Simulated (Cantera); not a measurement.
Charge: 1 mol TEOS, 4.7 mol O₂, 7.4 mol N₂, equilibrated at 0.0750 Torr.

These are equilibrium values from Cantera (NASA tables, ideal gas, pure condensed phases), not measurements of a reactor. Candidate condensed phases: C, C₆H₆, C₇H₈, C₈H₁₈, H₂O, Si, SiC, SiO₂, Si₂N₂O, Si₃N₄; 151 gas species. The feed counts by its element totals alone. Rates play no part.

Question: At 923 K, list the 5 most abundant gas species with their mole fractions, and the condensed phases.

Answer: H₂ 0.339, N₂ 0.291, CO 0.236, CO₂ 0.0787, H₂O 0.0552. Condensed: SiO₂(β-quartz).
